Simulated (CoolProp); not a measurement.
n-pentane at 293.15 K and 0.225 MPa is throttled through a valve to 0.0463 MPa with no heat exchange. Each further row changes one setting.

Values from CoolProp's reference Helmholtz-energy equation of state, Thol 2019.

```tsv
case	temperature change (K)	final phase	final density (kg/m³)
as stated	…	two-phase, vapour fraction 0.031	42.5
outlet pressure 0.0139 MPa	…	…	2.58
outlet pressure 0.0602 MPa	+0.1	…	626
```

Problem. Fill in the missing entries.

Solution. 
- as stated, temperature change (K): -5.1
- outlet pressure 0.0139 MPa, temperature change (K): -31.8
- outlet pressure 0.0139 MPa, final phase: two-phase, vapour fraction 0.180
- outlet pressure 0.0602 MPa, final phase: liquid
